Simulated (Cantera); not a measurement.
## c-C4F8 + F2 + H2 (fluorocarbon and chlorocarbon gases)

A closed system holds: 1 mol c-C4F8, 1 mol F2, 0.2 mol H2, equilibrated at 133 Pa.

These are equilibrium values from Cantera (NASA tables, ideal gas, pure condensed phases), not measurements of a reactor. Candidate condensed phases: C, C6H6, C7H8, C8H18; 95 gas species. The feed counts by its element totals alone. Gases not in the tables: C2F6 and larger saturated fluorocarbons. Rates play no part.

| T (K) | x F | x CF2 | x CF4 | x HF | x CF | x CF3 | n C(graphite) |
|---|---|---|---|---|---|---|---|
| 2123 | 0.331 | 0.365 | 0.210 | 0.0807 | 0.00272 | 0.0103 | 1.08 |
| 2173 | 0.427 | 0.380 | 0.111 | 0.0692 | 0.00433 | 0.00858 | 1.09 |
| 2223 | 0.519 | 0.358 | 0.0500 | 0.0608 | 0.00645 | 0.00622 | 1.23 |
| 2273 | 0.600 | 0.312 | 0.0198 | 0.0552 | 0.00905 | 0.00405 | 1.50 |
| 2323 | 0.670 | 0.257 | 0.00724 | 0.0513 | 0.0121 | 0.00246 | 1.83 |
| 2373 | 0.727 | 0.204 | 0.00252 | 0.0486 | 0.0157 | 0.00142 | 2.15 |
| 2423 | 0.774 | 0.158 | 0.000856 | 0.0465 | 0.0198 | 0.000798 | 2.45 |
| 2473 | 0.809 | 0.120 | 0.000287 | 0.0448 | 0.0243 | 0.000440 | 2.70 |
| 2523 | 0.836 | 0.0903 | 9.59e-5 | 0.0435 | 0.0293 | 0.000240 | 2.88 |
| 2573 | 0.854 | 0.0672 | 3.22e-5 | 0.0425 | 0.0347 | 0.000130 | 3.01 |
| 2623 | 0.865 | 0.0498 | 1.09e-5 | 0.0417 | 0.0404 | 7.04e-5 | 3.06 |
| 2673 | 0.869 | 0.0368 | 3.76e-6 | 0.0409 | 0.0466 | 3.82e-5 | 3.04 |
x: gas mole fraction; n: condensed amount in mol.

From 2123 K to 2673 K the condensed part is C(graphite). The main C-bearing gas is CF2 at 2123 K and CF at 2673 K. The share of C in condensed phases is highest at 2623 K (76.5 %) and lowest at 2123 K (27.1 %).
